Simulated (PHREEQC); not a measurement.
Consider water at 25 °C with 2.7 mmol/kgw NH4HF2, 0.8 mmol/kgw H2SiF6, 1.5 mmol/kgw HBF4 and 3.7 mmol/kgw H2SO4. Closed to the air; pH follows from the charge balance.

Model: ion-association model, phreeqc.dat, run in PHREEQC.

```tsv
quantity	before	after
pH	2.19	2.06
SO4-2 (mol/kgw)	0.00252	0.00345
BF4- (mol/kgw)	0.00122	0.00120
HSO4- (mol/kgw)	0.00113	0.00202
SI of Quartz (SiO2)	-1.32	-1.19
```

### Question
What was changed between the two runs?
A) H2SO4 from 0.0037 to 0.00555 mol/kgw
B) temperature from 25 to 75 °C
C) H2SiF6 replaced by Na2SiF6 at the same molality
D) 6.8e-05 mol/kgw NaHCO3 added
E) H2SiF6 from 0.0008 to 0.0016 mol/kgw

### Answer
A, H2SO4 from 0.0037 to 0.00555 mol/kgw

No solid was allowed to form. SiF6-2 is the database's only silicon fluoride. Real BF4- forms and hydrolyses slowly; the run takes it at equilibrium.
